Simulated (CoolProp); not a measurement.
Vapour-liquid equilibrium of p-xylene (1) + n-undecane (2) at 0.0119 MPa; x and y are mole fractions of (1).

Computed with CoolProp (multi-fluid Helmholtz-energy mixture model, Zhou 2012 and Aleksandrov 2011; pair parameters Bell 2016).

| x | bubble temperature, mixture model (K) | bubble temperature, Raoult's law (K) | y, mixture model | y, Raoult's law |
|---|---|---|---|---|
| 0.05 | 392.1 | 391.8 | 0.231 | 0.244 |
| 0.125 | 384.8 | 384.2 | 0.468 | 0.483 |
| 0.2 | 378.6 | 378.0 | 0.621 | 0.634 |
| 0.275 | 373.4 | 372.8 | 0.725 | 0.734 |
| 0.35 | 368.9 | 368.4 | 0.797 | 0.804 |
| 0.425 | 365.1 | 364.6 | 0.850 | 0.854 |
| 0.5 | 361.7 | 361.3 | 0.888 | 0.891 |
| 0.575 | 358.6 | 358.4 | 0.918 | 0.920 |
| 0.65 | 355.9 | 355.7 | 0.941 | 0.942 |
| 0.725 | 353.5 | 353.3 | 0.959 | 0.959 |
| 0.8 | 351.3 | 351.2 | 0.973 | 0.974 |
| 0.875 | 349.2 | 349.2 | 0.985 | 0.985 |
| 0.95 | 347.4 | 347.3 | 0.995 | 0.995 |

The largest gap from Raoult's law is +0.6 K in bubble temperature, at x = 0.2. No azeotrope shows between x = 0.05 and 0.95.

The pair parameters rest on a limited set of measurements; away from them the model extrapolates.
